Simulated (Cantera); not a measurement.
An isothermal, constant-pressure homogeneous reactor starts with N2O : H2 : N2 = 1 : 0.0086 : 6.3 (molar parts), at 1450 K and 1.00 bar.

Detailed kinetics in Cantera: GRI-Mech 3.0 (53 species, 325 reactions). GRI-Mech 3.0 was tuned for natural gas; its chemistry of N2O as a main component is partial and can be far from experiment. The temperature is held fixed by assumption; the heat of reaction is taken as removed at once.

Q: Predict: x(N2O) at 200 s; x(H2) at 200 s; x(N2) at 200 s; x(O2) at 200 s; x(OH) at 200 s; x(H2O) at 200 s.

A: 
```json
{
 "x(N2O) at 200 s": "1.62e-7 (gas-phase equilibrium 3.88e-8)",
 "x(H2) at 200 s": "4.54e-9 (gas-phase equilibrium 4.17e-9)",
 "x(N2) at 200 s": "0.925 (gas-phase equilibrium 0.935)",
 "x(O2) at 200 s": "0.0535 (gas-phase equilibrium 0.0632)",
 "x(OH) at 200 s": "3.73e-6 (gas-phase equilibrium 3.89e-6)",
 "x(H2O) at 200 s": "0.00110 (gas-phase equilibrium 0.00110)"
}
```
